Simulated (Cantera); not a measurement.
Input: 1 mol SiCl4, 17 mol H2, held at 0.825 Torr.

Cantera equilibrium calculation (NASA polynomials, part measured and part estimated; ideal gas, pure solids and liquids). Candidate condensed phases: Si; 19 gas species. The tables' values for SiCl3, SiCl are old estimates; treat these amounts as uncertain. Gases not in the tables: Si2H6 and higher silanes. Equilibrium is a limit: real reactors are often held back by kinetics, nucleation or transport.

x: gas mole fraction; n: condensed amount in mol.

```tsv
T (°C)	x H2	x HCl	x SiCl2	x SiCl4	x H	x SiCl3	n Si(s)	n Si(l)
825	0.871	0.0861	0.0173	0.0181	6.96e-7	0.00472	0.205	0
875	0.855	0.102	0.0266	0.00969	2.00e-6	0.00484	0.197	0
925	0.845	0.111	0.0346	0.00417	5.27e-6	0.00404	0.176	0
975	0.840	0.115	0.0398	0.00158	1.29e-5	0.00295	0.154	0
1025	0.838	0.116	0.0429	0.000578	2.96e-5	0.00204	0.134	0
1075	0.838	0.116	0.0448	0.000219	6.38e-5	0.00140	0.116	0
1125	0.838	0.115	0.0463	8.70e-5	0.000131	0.000971	0.100	0
1175	0.838	0.114	0.0474	(withheld)	(withheld)	0.000687	(withheld)	0
1225	0.838	0.112	0.0483	1.62e-5	0.000474	0.000495	0.0723	0
1275	0.838	0.111	0.0490	7.59e-6	0.000850	0.000364	0.0594	0
1325	0.838	0.110	0.0496	3.71e-6	0.00147	0.000273	0.0466	0
1375	0.838	0.109	0.0502	(withheld)	(withheld)	0.000208	(withheld)	0
1425	0.836	0.108	0.0503	1.01e-6	0.00399	0.000160	0	0.0197
1475	0.832	0.110	0.0487	5.71e-7	0.00628	0.000125	0	0.0277
```

Q: Complete the blanks.

A: 
- 1175, x SiCl4: 3.66e-5
- 1175, x H: 0.000254
- 1175, n Si(s): 0.0858
- 1375, x SiCl4: 1.90e-6
- 1375, x H: 0.00246
- 1375, n Si(s): 0.0325
